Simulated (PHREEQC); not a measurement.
Consider water at 25 °C with 3.7 mmol/kgw LiOH, 0.92 mmol/kgw K2SiO3 and 17 mmol/kgw (CH3)4NCl. Closed to the air; pH follows from the charge balance.

All values are PHREEQC results (ion-association model, wateq4f.dat), not measurements.

| Quantity | Result |
|---|---|
| pH | 11.60 |
| ionic strength | 0.0226 mol/kgw |
| total alkalinity | 5.54 meq/kg |

```
species   molality  activity   log γ
--------  --------  --------  ------
Cl-         0.0170    0.0146  -0.065
(CH3)4N+    0.0170    0.0147  -0.064
OH-        0.00460   0.00396  -0.065
Li+        0.00370   0.00323  -0.059
K+         0.00184   0.00158  -0.065
H3SiO4-   0.000872  0.000752  -0.064
H2SiO4-2   3.53e-5   2.02e-5  -0.242
H4SiO4     1.28e-5   1.29e-5   0.002
```

Precipitation was switched off in this run. (CH3)4N+ isn't in the database: it is added as a free cation with an ion size of 4 Å.
